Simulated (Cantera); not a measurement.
**CH2F2 + CH4 + H2 (fluorocarbon and chlorocarbon gases)**

A closed system holds: 1 mol CH2F2, 0.99 mol CH4, 0.1 mol H2, at 950 K and 0.200 bar.

Cantera equilibrium calculation (NASA polynomials, part measured and part estimated; ideal gas, pure solids and liquids). Candidate condensed phases: C, C6H6, C7H8, C8H18; 95 gas species. Equilibrium is a limit: real reactors are often held back by kinetics, nucleation or transport.

```yaml
x(H2): 0.497
x(HF): 0.494
x(CH4): 0.00830
x(H2F2): 2.31e-6
n(C(graphite)): 1.96 mol
gas_amount: 4.046 mol
```
